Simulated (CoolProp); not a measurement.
Saturation properties of p-xylene.

The numbers come from the reference Helmholtz-energy equation of state, Zhou 2012 in CoolProp.

```json
[
 {"T (°C)": "138.55", "p (bar)": "1.019", "vapour Z": "0.9527", "liquid conductivity (mW/(m K))": "99.8"},
 {"T (°C)": "143.15", "p (bar)": "1.151", "vapour Z": "0.9486", "liquid conductivity (mW/(m K))": "98.8"},
 {"T (°C)": "147.75", "p (bar)": "1.295", "vapour Z": "0.9443", "liquid conductivity (mW/(m K))": "97.9"},
 {"T (°C)": "152.35", "p (bar)": "1.453", "vapour Z": "0.9397", "liquid conductivity (mW/(m K))": "97.0"},
 {"T (°C)": "157.05", "p (bar)": "1.630", "vapour Z": "0.9348", "liquid conductivity (mW/(m K))": "96.1"},
 {"T (°C)": "161.65", "p (bar)": "1.819", "vapour Z": "0.9298", "liquid conductivity (mW/(m K))": "95.3"},
 {"T (°C)": "166.25", "p (bar)": "2.024", "vapour Z": "0.9246", "liquid conductivity (mW/(m K))": "94.5"},
 {"T (°C)": "170.85", "p (bar)": "2.247", "vapour Z": "0.9190", "liquid conductivity (mW/(m K))": "93.6"},
 {"T (°C)": "175.55", "p (bar)": "2.494", "vapour Z": "0.9131", "liquid conductivity (mW/(m K))": "92.8"},
 {"T (°C)": "180.15", "p (bar)": "2.755", "vapour Z": "0.9071", "liquid conductivity (mW/(m K))": "92.0"},
 {"T (°C)": "184.75", "p (bar)": "3.037", "vapour Z": "0.9008", "liquid conductivity (mW/(m K))": "91.3"},
 {"T (°C)": "189.35", "p (bar)": "3.340", "vapour Z": "0.8942", "liquid conductivity (mW/(m K))": "90.5"},
 {"T (°C)": "194.05", "p (bar)": "3.673", "vapour Z": "0.8871", "liquid conductivity (mW/(m K))": "89.8"},
 {"T (°C)": "198.65", "p (bar)": "4.023", "vapour Z": "0.8799", "liquid conductivity (mW/(m K))": "89.1"}
]
```

It boils at 138.3 °C under 1 atm.

Thermal conductivity comes from a separate model (Mylona 2014).
